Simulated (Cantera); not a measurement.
# Thermodynamics of aluminium nitride and oxide growth, feed AlCl3 + HCl + N2

Feed: 1 mol AlCl3, 4.5 mol HCl, 110 mol N2, at 0.0825 Torr.

Method: chemical equilibrium by Gibbs-energy minimisation in Cantera with the NASA 1993 tables (ideal gas, pure condensed phases). Candidate condensed phases: Al, AlCl3, AlN, NH4Cl; 20 gas species. The tables' values for AlCl2 are old estimates; treat these amounts as uncertain. Rates play no part.

```tsv
T (K)	x N2	x HCl	x Cl	x AlCl3	x AlCl	x H2	x H	x AlCl2
1023	0.952	0.0390	7.38e-6	0.00866	2.27e-11	3.69e-6	7.58e-10	4.18e-8
1123	0.952	0.0389	3.43e-5	0.00866	3.61e-9	1.68e-5	1.66e-8	7.68e-7
1223	0.952	0.0388	0.000126	0.00865	2.43e-7	5.82e-5	2.19e-7	8.63e-6
1323	0.952	0.0386	0.000393	0.00858	7.98e-6	0.000155	1.89e-6	6.42e-5
1423	0.952	0.0383	0.00116	0.00821	0.000126	0.000293	1.08e-5	0.000313
1523	0.949	0.0380	0.00347	0.00684	0.000877	0.000377	4.28e-5	0.000916
1623	0.944	0.0376	0.00901	0.00384	0.00319	0.000468	0.000143	0.00155
1723	0.938	0.0361	0.0163	0.000892	0.00640	0.000886	0.000518	0.00123
1823	0.933	0.0322	0.0223	0.000104	0.00784	0.00207	0.00188	0.000530
```
x: gas mole fraction; nothing condenses.

From 1023 K to 1823 K nothing is condensed. The main Al-bearing gas is AlCl3 at 1023 K and AlCl at 1823 K.
